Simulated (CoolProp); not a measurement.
Vapour-liquid equilibrium of R134a (1) + R152A (2) at 55.35 °C; x and y are mole fractions of (1).

Model: multi-fluid Helmholtz-energy mixture model, Tillner-Roth 1994 and Outcalt 1996; pair parameters Lemmon 2004, in CoolProp.

Problem. Give the bubble pressure and the first vapour's composition at x = 0.5, 0.65, 0.8. Is there an azeotrope?

Solution. x = 0.5: 1401 kPa, y = 0.520; x = 0.65: 1428 kPa, y = 0.670; x = 0.8: 1458 kPa, y = 0.816. No azeotrope shows between x = 0.05 and 0.95.

The pair parameters rest on a limited set of measurements; away from them the model extrapolates.
